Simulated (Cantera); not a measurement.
Adiabatic ignition

An adiabatic, constant-volume homogeneous reactor starts with 10.0 % CO, 0.422 % H2, 0.472 % CH4, 18.7 % O2, 70.4 % N2, equivalence ratio 0.33, at 1598 K and 1.28 atm.

Model: GRI-Mech 3.0 (53 species, 325 reactions), integrated in Cantera.

| t (s) | T (K) | P (bar) | x CO | x H2 | x CH4 | x CO2 | x CH2 | x H2O2 | x HCN |
|---|---|---|---|---|---|---|---|---|---|
| 9.00e-6 | 1598 | 1.30 | 0.100 | 0.00422 | 0.00472 | 2.99e-6 | 2.81e-11 | 5.36e-10 | <1e-12 |
| 2.60e-5 | 1598 | 1.30 | 0.100 | 0.00416 | 0.00461 | 9.01e-5 | 3.11e-8 | 8.38e-9 | <1e-12 |
| 7.49e-5 | 1819 | 1.48 | 0.0666 | 0.000601 | <1e-12 | 0.0388 | <1e-12 | 1.91e-7 | <1e-12 |
| 0.000216 | 2270 | 1.80 | 0.0263 | 0.000514 | <1e-12 | 0.0818 | <1e-12 | 5.52e-8 | 1.66e-12 |
| 0.000624 | 2504 | 1.95 | 0.0126 | 0.000231 | <1e-12 | 0.0971 | <1e-12 | 3.98e-8 | 2.56e-12 |
| 0.00180 | 2544 | 1.98 | 0.00932 | 0.000173 | <1e-12 | 0.101 | <1e-12 | 4.63e-8 | 3.22e-12 |
| 0.00520 | 2534 | 1.97 | 0.00895 | 0.000168 | <1e-12 | 0.101 | <1e-12 | 4.52e-8 | 4.17e-12 |
| 0.0150 | 2522 | 1.96 | 0.00856 | 0.000162 | <1e-12 | 0.102 | <1e-12 | 4.38e-8 | 4.84e-12 |
| 0.0433 | 2519 | 1.96 | 0.00846 | 0.000161 | <1e-12 | 0.102 | <1e-12 | 4.34e-8 | 4.97e-12 |
| 0.125 | 2519 | 1.96 | 0.00846 | 0.000161 | <1e-12 | 0.102 | <1e-12 | 4.34e-8 | 4.97e-12 |
| 0.360 | 2519 | 1.96 | 0.00846 | 0.000161 | <1e-12 | 0.102 | <1e-12 | 4.34e-8 | 4.97e-12 |
| 1.04 | 2519 | 1.96 | 0.00846 | 0.000161 | <1e-12 | 0.102 | <1e-12 | 4.34e-8 | 4.97e-12 |
| 3.00 | 2519 | 1.96 | 0.00846 | 0.000161 | <1e-12 | 0.102 | <1e-12 | 4.34e-8 | 4.97e-12 |
x: mole fraction; the columns are a selection and need not sum to one.

| Item | Result |
|---|---|
| time of steepest temperature rise | 43.9 µs |
| temperature at 3.00 s | 2519 K |
| equilibrium temperature | 2519 K |
| x(CO) at 3.00 s | 0.00846 (gas-phase equilibrium 0.00846) |
| x(H2) at 3.00 s | 0.000161 (gas-phase equilibrium 0.000161) |
| x(CH4) at 3.00 s | <1e-12 (gas-phase equilibrium <1e-12) |
